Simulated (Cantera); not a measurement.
A freely propagating, adiabatic, planar premixed flame of 4.30 % CH4, 5.16 % C2H6, 0.185 % C3H8, 25.1 % O2, 65.3 % N2, equivalence ratio 1.1, unburnt at 300 K and 1.01 bar; multicomponent+Soret transport, grid criteria slope 0.08 and curve 0.16, no radiation.

Computed with Cantera and GRI-Mech 3.0 (53 species, 325 reactions). Burning velocities carry a grid error of a few per cent, more on coarse grids.

Predict: laminar burning velocity; thermal thickness; peak x(O); peak x(CH2); peak x(CO).


| Quantity | Value |
|---|---|
| laminar burning velocity | 73.8 cm/s |
| thermal thickness | 0.255 mm |
| peak x(O) | 0.00566 |
| peak x(CH2) | 0.000130 |
| peak x(CO) | 0.0872 |
